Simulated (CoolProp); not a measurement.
Saturated liquid density (kg/m³) of R141b: the reference equation beside estimates from Tc = 477.5 K, pc = 42.12 bar, ω = 0.220. Rackett uses Z = 0.29056 − 0.08775 ω.

Computed with CoolProp (reference Helmholtz-energy equation of state, Lemmon 2006). It is a short technical equation, of lower accuracy than the large ones.

| T (K) | reference | Rackett | van der Waals | Soave-Redlich-Kwong | Peng-Robinson |
|---|---|---|---|---|---|
| 229.1 | 1361 | 1350 | 822.4 | 1240 | 1395 |
| 248.9 | 1326 | 1316 | 803.6 | 1213 | 1366 |
| 268.7 | 1289 | 1281 | 783.7 | 1183 | 1334 |
| 288.6 | 1252 | 1244 | 762.4 | 1150 | 1298 |
| 308.4 | 1214 | 1206 | 740.0 | 1114 | 1260 |
| 328.2 | 1174 | 1166 | 715.9 | 1074 | 1216 |
| 348 | 1131 | 1123 | 689.9 | 1030 | 1168 |
| 367.9 | 1085 | 1077 | 661.4 | 980.5 | 1112 |
| 387.7 | 1035 | 1027 | 630.0 | 924.4 | 1049 |
| 407.5 | 979.9 | 971.7 | 594.8 | 859.8 | 975.6 |
| 427.3 | 915.5 | 907.5 | 553.9 | 783.4 | 887.5 |
| 447.2 | 835.1 | 827.7 | 503.3 | 688.0 | 775.9 |

Absolute difference from the reference over all 12 rows, mean and median: Rackett 0.7 and 0.7 %, van der Waals 39.3 and 39.2 %, Soave-Redlich-Kwong 10.3 and 8.9 %, Peng-Robinson 3.1 and 3.2 %.
